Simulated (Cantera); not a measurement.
A perfectly stirred reactor is fed with 15.3 % H2, 17.7 % O2, 66.9 % N2, 0.104 % CO2, equivalence ratio 0.43, at 760 Torr; it is adiabatic with a 675 K inlet, and is followed from long to short residence time, starting on the burning branch (τ in s: 0.25, 0.099, 0.039, 0.015, 0.006, 0.0023, 0.00092, 0.00036, 0.00014, 5.6e-05).

Model: GRI-Mech 3.0 (53 species, 325 reactions), integrated in Cantera.

x: mole fraction; the columns are a selection and need not sum to one.

```
τ (s)    T (K)      x H2   x O2    x N2O  x H2O2    x HO2    x NO2
-------  -----  --------  -----  -------  ------  -------  -------
0.25      1810   8.42e-5  0.109  3.25e-7       …  1.30e-6  5.34e-8
0.099     1808  0.000145  0.109  4.65e-7       …  1.76e-6  4.05e-8
0.039     1804  0.000261  0.109  6.21e-7       …  2.72e-6  3.24e-8
0.015     1796  0.000488  0.108  7.09e-7       …  4.57e-6  2.41e-8
0.0060    1785  0.000886  0.108  6.79e-7       …  7.66e-6  1.66e-8
0.0023    1765   0.00163  0.108  5.72e-7       …  1.29e-5  1.11e-8
0.00092   1733   0.00286  0.107  4.52e-7       …  2.05e-5  8.40e-9
0.00036   1680   0.00494  0.107  3.42e-7       …  3.09e-5  7.08e-9
0.00014   1598   0.00836  0.108  2.49e-7       …  4.39e-5  5.78e-9
5.6e-5    1484    0.0146  0.110  1.66e-7       …  5.96e-5  3.77e-9
```

Problem. What belongs in the gaps?

Solution. 
- 0.25, x H2O2: 7.54e-8
- 0.099, x H2O2: 1.01e-7
- 0.039, x H2O2: 1.43e-7
- 0.015, x H2O2: 2.09e-7
- 0.0060, x H2O2: 3.02e-7
- 0.0023, x H2O2: 4.45e-7
- 0.00092, x H2O2: 6.57e-7
- 0.00036, x H2O2: 1.04e-6
- 0.00014, x H2O2: 1.81e-6
- 5.6e-5, x H2O2: 3.53e-6
